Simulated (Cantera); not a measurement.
Adiabatic ignition

An adiabatic, constant-pressure homogeneous reactor starts with H₂ : O₂ : N₂ : H₂O = 1 : 0.526 : 1.98 : 0.36 (molar parts), at 1125 K and 2250 Torr.

Detailed kinetics in Cantera: the H2/O2 subset of GRI-Mech 3.0, which has no nitrogen chemistry. The hydrogen kinetics of GRI-Mech 3.0 are dated; newer H2 mechanisms differ, most at raised pressure.

| t (s) | T (K) | x H₂ | x O₂ | x H₂O | x O | x H₂O₂ | x H | x HO₂ |
|---|---|---|---|---|---|---|---|---|
| 5.00e-6 | 1125 | 0.259 | 0.136 | 0.0931 | 5.21e-10 | 1.07e-10 | 3.62e-9 | 2.20e-8 |
| 2.26e-5 | 1125 | 0.259 | 0.136 | 0.0931 | 9.62e-10 | 3.85e-9 | 6.47e-9 | 1.72e-7 |
| 0.000103 | 1125 | 0.259 | 0.136 | 0.0931 | 2.99e-9 | 1.20e-7 | 2.01e-8 | 1.41e-6 |
| 0.000464 | 1131 | 0.258 | 0.135 | 0.0940 | 2.35e-6 | 0.000109 | 1.59e-5 | 0.000206 |
| 0.00210 | 2655 | 0.0215 | 0.0141 | 0.364 | 0.00205 | 7.22e-7 | 0.00407 | 6.91e-6 |
| 0.00952 | 2655 | 0.0215 | 0.0141 | 0.364 | 0.00205 | 7.22e-7 | 0.00407 | 6.91e-6 |
| 0.0431 | 2655 | 0.0215 | 0.0141 | 0.364 | 0.00205 | 7.22e-7 | 0.00407 | 6.91e-6 |
| 0.195 | 2655 | 0.0215 | 0.0141 | 0.364 | 0.00205 | 7.22e-7 | 0.00407 | 6.91e-6 |
| 0.883 | 2655 | 0.0215 | 0.0141 | 0.364 | 0.00205 | 7.22e-7 | 0.00407 | 6.91e-6 |
| 4.00 | 2655 | 0.0215 | 0.0141 | 0.364 | 0.00205 | 7.22e-7 | 0.00407 | 6.91e-6 |
x: mole fraction; the columns are a selection and need not sum to one.

```yaml
time_of_steepest_temperature_rise: 0.500 ms
temperature at 4.00 s: 2655 K
equilibrium_temperature: 2655 K
x(H₂) at 4.00 s: 0.0215 (gas-phase equilibrium 0.0215)
x(O₂) at 4.00 s: 0.0141 (gas-phase equilibrium 0.0141)
x(H₂O) at 4.00 s: 0.364 (gas-phase equilibrium 0.364)
```
